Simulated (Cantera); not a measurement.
Feed: 1 mol MgO, 3 mol SO₃, 0.15 mol CO₂, held at 1623 K and 0.220 bar.

Cantera equilibrium calculation (NASA polynomials, part measured and part estimated; ideal gas, pure solids and liquids). Candidate condensed phases: C, Mg, MgCO₃, MgO, MgS, MgSO₄, S; 26 gas species. Rates play no part.

Question: What is the equilibrium state?

Answer: 
```
Property                                   Result
--------------------------------------  ---------
x(SO₂)                                      0.643
x(O₂)                                       0.321
x(CO₂)                                     0.0323
x(SO₃)                                    0.00358
x(O)                                      2.30e-5
x(SO)                                     5.31e-6
x(CO)                                     3.26e-6
n(MgO(s))                                1.00 mol
gas amount                              4.642 mol
log10 activity of S(l) (absent)             -8.85
log10 activity of Mg(l) (absent)           -12.98
log10 activity of C(graphite) (absent)     -13.75
```
